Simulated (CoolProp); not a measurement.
Vapour-liquid equilibrium of n-hexane (1) + benzene (2) at 423 K; x and y are mole fractions of (1).

Values from CoolProp's multi-fluid Helmholtz-energy mixture model, Thol 2019 and Thol 2012; pair parameters Bell 2016.

| x | bubble pressure (MPa) | y at the bubble point | dew pressure at overall composition x (MPa) | liquid density (mol/L) |
|---|---|---|---|---|
| 0.05 | 0.6039 | 0.081 | 0.5950 | 9.106 |
| 0.15 | 0.6424 | 0.213 | 0.6241 | 8.664 |
| 0.25 | 0.6724 | 0.322 | 0.6527 | 8.258 |
| 0.35 | 0.6962 | 0.417 | 0.6797 | 7.882 |
| 0.45 | 0.7149 | 0.505 | 0.7035 | 7.535 |
| 0.55 | 0.7294 | 0.590 | 0.7230 | 7.215 |
| 0.65 | 0.7401 | 0.675 | 0.7373 | 6.919 |
| 0.75 | 0.7474 | 0.762 | 0.7466 | 6.645 |
| 0.85 | 0.7513 | 0.853 | 0.7512 | 6.390 |
| 0.95 | 0.7520 | 0.950 | 0.7520 | 6.155 |

y crosses x between x = 0.85 and 0.95: the model has an azeotrope there.

The pair parameters rest on a limited set of measurements; away from them the model extrapolates.
